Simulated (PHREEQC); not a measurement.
Solution (14 °C): 0.0081 mol/kgw HBr and 0.00058 mol/kgw MgCl2. Closed to the air; pH follows from the charge balance.

All values are PHREEQC results (Pitzer model, pitzer.dat), not measurements.

This is a speciation only: nothing precipitates in the calculation.

**Question.** What pH, osmotic coefficient, specific conductance does the model give?

**Answer.** pH 2.13; osmotic coefficient 0.967; specific conductance 2550 µS/cm.

Constants without temperature data keep their 25 °C values here.
